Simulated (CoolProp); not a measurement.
Vapour pressure (MPa) of carbon dioxide: the reference equation beside estimates from Tc = 304.1 K, pc = 7.377 MPa, ω = 0.224. Clausius-Clapeyron is anchored at 241.6 K with a constant enthalpy of vaporisation of 13.49 kJ/mol.

Computed with CoolProp (reference Helmholtz-energy equation of state, Span 1996).

| T (K) | reference | Lee-Kesler | Clausius-Clapeyron | van der Waals | Redlich-Kwong | Soave-Redlich-Kwong | Peng-Robinson |
|---|---|---|---|---|---|---|---|
| 230.4 | 0.9065 | 0.9069 | 0.9775 | … | 1.215 | 0.9082 | 0.8991 |
| 233.2 | 1.006 | 1.006 | 1.064 | 2.318 | 1.331 | 1.008 | 0.9978 |
| 236 | 1.114 | 1.114 | 1.155 | 2.453 | … | 1.117 | 1.104 |
| 238.8 | 1.230 | 1.229 | 1.252 | 2.593 | 1.586 | … | 1.219 |
| 241.6 | 1.355 | 1.353 | 1.355 | … | 1.726 | 1.359 | 1.343 |
| 244.4 | 1.489 | 1.486 | 1.463 | 2.888 | 1.873 | 1.494 | 1.476 |
| 247.2 | 1.632 | 1.629 | 1.577 | 3.043 | 2.029 | 1.639 | 1.618 |
| 250 | 1.785 | … | 1.698 | 3.203 | 2.194 | 1.794 | 1.771 |
| 252.8 | 1.948 | … | 1.824 | 3.368 | 2.368 | 1.959 | 1.934 |
| 255.6 | 2.123 | 2.116 | 1.957 | 3.539 | 2.550 | 2.135 | 2.108 |

Complete the blanks.


- 230.4, van der Waals: 2.187
- 236, Redlich-Kwong: 1.455
- 238.8, Soave-Redlich-Kwong: 1.234
- 241.6, van der Waals: 2.738
- 250, Lee-Kesler: 1.781
- 252.8, Lee-Kesler: 1.943

Absolute difference from the reference over all 10 rows, mean and median: Lee-Kesler 0.1 and 0.2 %, Clausius-Clapeyron 4.3 and 4.3 %, van der Waals 100.4 and 98.0 %, Redlich-Kwong 26.8 and 26.6 %, Soave-Redlich-Kwong 0.4 and 0.3 %, Peng-Robinson 0.8 and 0.8 %.
